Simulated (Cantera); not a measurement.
Input: 1 mol CuO, a varied amount of CO, equilibrated at 2000 K and 458 Torr.

Equilibrium computed with Cantera from the NASA thermochemical tables; the gas is ideal and each condensed phase is pure. Candidate condensed phases: C, Cu, CuO, Cu2O; 15 gas species. Each liquid is taken as pure. Mutual solubility and eutectic melting of coexisting phases are not modelled. The numbers say what is thermodynamically allowed, not how fast it happens.

### Question
Which condensed phases are stable at each of these points (n(CO) (mol)): 0.8, 1, 1.3, 1.6, 2, 2.5, 3.1, 4, 5, 6.2, 7.8?

### Answer
```csv
n(CO) (mol),condensed phases,Cu condensed (%)
0.8,Cu(l) + Cu2O(l),99.4
1,Cu(l),99.3
1.3,Cu(l),99.1
1.6,Cu(l),98.9
2,Cu(l),98.6
2.5,Cu(l),98.2
3.1,Cu(l),97.8
4,Cu(l),97.1
5,Cu(l),96.4
6.2,Cu(l),95.6
7.8,Cu(l),94.4
```

At 0.8 mol CO the condensed part is Cu(l) + Cu2O(l). From 1 mol CO to 7.8 mol CO the condensed part is Cu(l).
